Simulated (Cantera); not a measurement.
A Cantera script and what it prints.

```python
import numpy as np
import cantera as ct

gas_names = """
    C CN CO CO2 C2 CCN CNC C2N2 C2O C3 C3O2 C4 C4N2 C5 N NCO NO NO2 NO3 N2 N2O O O2 O3
""".split()
cond_names = """
    C(gr)
""".split()


# ... load() reads the species with a 1 bar reference pressure and builds the phases ...
atoms = {
    'CO2': {'C': 1, 'O': 2},
    'O2': {'O': 2},
    'N2': {'N': 2},
}
top_T = {'C(gr)': 4500}  # K; cautious upper limits of use, not melting points


# ... equilibrate(T, P, feed) seeds the gas with the atoms and calls Mixture.equilibrate('TP', solver="vcs", rtol=1e-11, max_steps=5000) ...
results = []
feed = {'CO2': 1, 'O2': 0.032, 'N2': 6.3}  # mol
T = 2873.15  # K
P = 1333.22  # Pa
mix = equilibrate(T, P, feed)
results.append((T, P, feed, dict(zip(mix.species_names, mix.species_moles))))
print(gas.report(threshold=0.001))
for i in range(1, mix.n_phases):
    print(f"{mix.phase(i).name:16s} {mix.phase_moles(i):12.5e} mol")
```

It prints:

```
       temperature   2873.2 K
          pressure   1333.2 Pa
           density   0.0015225 kg/m^3
  mean mol. weight   27.28 kg/kmol
   phase of matter   gas

                          1 kg             1 kmol
                     ---------------   ---------------
          enthalpy          3.33e+06        9.0841e+07  J
   internal energy        2.4543e+06        6.6952e+07  J
           entropy             11190        3.0526e+05  J/K
    Gibbs function       -2.8821e+07       -7.8622e+08  J
 heat capacity c_p            1319.7             36001  J/K
 heat capacity c_v            1014.9             27686  J/K

                      mass frac. Y      mole frac. X     chem. pot. / RT
                     ---------------   ---------------   ---------------
                CO           0.11797            0.1149           -40.104
               CO2          0.013308         0.0082489           -59.382
                NO          0.012272          0.011157           -35.678
                N2           0.79096           0.77022             -32.8
                 O          0.046468          0.079232           -19.278
                O2          0.018996          0.016195           -38.556
     [  +18 minor]        2.3644e-05        4.5371e-05

C(gr)             0.00000e+00 mol
```

These are equilibrium values from Cantera (NASA tables, ideal gas, pure condensed phases), not measurements of a reactor.
